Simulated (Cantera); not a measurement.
## Premixed flame

A freely propagating, adiabatic, planar premixed flame of H2 : O2 : N2 : H2O = 0.78 : 0.172 : 0.648 : 0.044 (molar parts), equivalence ratio 2.3, unburnt at 500 K and 0.380 bar; mixture-averaged transport, grid criteria slope 0.08 and curve 0.16, no radiation.

Model: the H2/O2 subset of GRI-Mech 3.0, which has no nitrogen chemistry, integrated in Cantera. Burning velocities carry a grid error of a few per cent, more on coarse grids.

```
z (mm)  T (K)  u (m/s)   x H2      x O2   x H2O       x H     x HO2      x OH
------  -----  -------  -----  --------  ------  --------  --------  --------
-4.42     500     5.64  0.474     0.105  0.0268     <1e-8     <1e-8     <1e-8
-2.95     500     5.64  0.474     0.105  0.0268     <1e-8     <1e-8     <1e-8
-2.21     500     5.64  0.474     0.105  0.0268     <1e-8     <1e-8     <1e-8
-1.47     500     5.64  0.474     0.105  0.0268   1.79e-8   2.14e-7     <1e-8
-0.737    519     5.83  0.472     0.105  0.0277  0.000209  0.000156   5.57e-5
-0.369    725     7.98  0.443    0.0988  0.0456   0.00802   8.99e-5  0.000425
0        1101     11.8  0.347    0.0653   0.120    0.0503   3.26e-5   0.00130
0.369    1353     14.4  0.256    0.0143   0.219    0.0891   6.62e-6   0.00237
0.737    1453     15.4  0.240   0.00200   0.244    0.0916   8.73e-7   0.00243
1.47     1551     16.3  0.245  0.000383   0.249    0.0803   1.61e-7   0.00274
2.95     1656     17.3  0.255  0.000274   0.251    0.0654   1.11e-7   0.00295
5.90     1762     18.3  0.265  0.000182   0.253    0.0499   7.39e-8   0.00288
11.8     1858     19.1  0.273  0.000103   0.256    0.0356   4.46e-8   0.00251
```
x: mole fraction of selected species; z is measured from the peak of heat release.

```yaml
laminar_burning_velocity: 564 cm/s
thermal_thickness: 1.47 mm
peak x(H): 0.0928
peak x(HO2): 0.000167
peak x(OH): 0.00296
grid_points: 139
```
